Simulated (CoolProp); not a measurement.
Vapour-liquid equilibrium of R22 (1) + R114 (2) at 1370 kPa; x and y are mole fractions of (1).

The numbers come from the multi-fluid Helmholtz-energy mixture model, Kamei 1995 and Platzer 1990; pair parameters Bell 2016 in CoolProp. This equation is an older, rougher fit; its heat capacities, sound speeds and derivatives of the liquid may be far off and weren't checked against measurements.

```tsv
x	bubble temperature, mixture model (°C)	bubble temperature, Raoult's law (°C)	y, mixture model	y, Raoult's law
0.05	90.8	91.8	0.144	0.168
0.15	[?]	81.0	0.365	0.409
0.25	[?]	72.3	0.515	0.573
0.35	62.4	64.9	0.622	0.689
0.45	56.7	58.7	0.705	0.775
0.55	51.8	53.3	[?]	0.840
0.65	47.6	48.5	[?]	0.890
0.75	43.8	44.3	0.884	0.930
0.85	40.3	40.5	[?]	0.962
0.95	37.0	37.0	0.978	0.989
```

Question: Fill in the missing entries.

Answer: 
- 0.15, bubble temperature, mixture model (°C): 78.6
- 0.25, bubble temperature, mixture model (°C): 69.5
- 0.55, y, mixture model: 0.773
- 0.65, y, mixture model: 0.832
- 0.85, y, mixture model: 0.933

The largest gap from Raoult's law is -2.8 K in bubble temperature, at x = 0.25. No azeotrope shows between x = 0.05 and 0.95.

The pair parameters rest on a limited set of measurements; away from them the model extrapolates.
